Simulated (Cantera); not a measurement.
What does this Cantera script print?

```python
import numpy as np
import cantera as ct

gas_names = [...]  # 116 gases of nasa_gas.yaml made of C, H, Mg, O
cond_names = """
    C(gr) C6H6(L) C7H8(L) C8H18(L),n-octa H2O(s) H2O(L) Mg(cr) Mg(L) MgCO3(s) MgO(s) MgO(L) MgO2H2(s)
""".split()


# ... load() reads the species with a 1 bar reference pressure and builds the phases ...
atoms = {
    'MgO': {'Mg': 1, 'O': 1},
    'C': {'C': 1},
    'H2': {'H': 2},
}
top_T = {'C(gr)': 4500}  # K; cautious upper limits of use, not melting points


# ... equilibrate(T, P, feed) seeds the gas with the atoms and calls Mixture.equilibrate('TP', solver="vcs", rtol=1e-11, max_steps=5000) ...
results = []
feed = {'MgO': 1, 'C': 0.004, 'H2': 0.032}  # mol
P = 110000  # Pa
for T in [1823, 2023, 2223, 2423, 2623, 2823, 3023]:
    mix = equilibrate(T, P, feed)
    results.append((T, P, feed, dict(zip(mix.species_names, mix.species_moles))))

top = {s: max(r[3][s] / sum(r[3][g] for g in gas_names) for r in results) for s in gas_names}
cols = sorted((s for s in top if top[s] > 0.001), key=lambda s: -top[s])[:5]
seen = [c for c in cond_names if any(r[3].get(c, 0) > 1e-12 for r in results)]
print("log10 of partial pressures in bar; condensed amounts in mol")
print(f"{'T/K':>10s}" + "".join(f"{s[:9]:>10s}" for s in cols + seen))
for T, P, feed, n in results:
    ng = sum(n[g] for g in gas_names)
    print(f"{T:10.4g}" + "".join(f"{np.log10(max(n[s] / ng * P / 1e5, 1e-99)):10.3f}" for s in cols)
          + "".join(f"{n.get(c, 0):10.4g}" for c in seen))
```

Output:

```
log10 of partial pressures in bar; condensed amounts in mol
       T/K        H2        Mg       H2O        CO         H     C(gr)    MgO(s)
      1823    -0.010    -1.220    -4.818    -1.214    -3.368  0.001966     0.998
      2023    -0.057    -0.964    -3.769    -0.959    -2.750         0     0.996
      2223    -0.060    -0.959    -2.679    -0.961    -2.224         0    0.9959
      2423    -0.077    -0.918    -1.826    -0.969    -1.790         0    0.9954
      2623    -0.132    -0.797    -1.235    -0.996    -1.442         0    0.9935
      2823    -0.256    -0.635    -0.868    -1.053    -1.180         0    0.9892
      3023    -0.484    -0.495    -0.673    -1.150    -1.013         0    0.9813
```

These are equilibrium values from Cantera (NASA tables, ideal gas, pure condensed phases), not measurements of a reactor. The tables' values for MgH are old estimates; treat these amounts as uncertain.
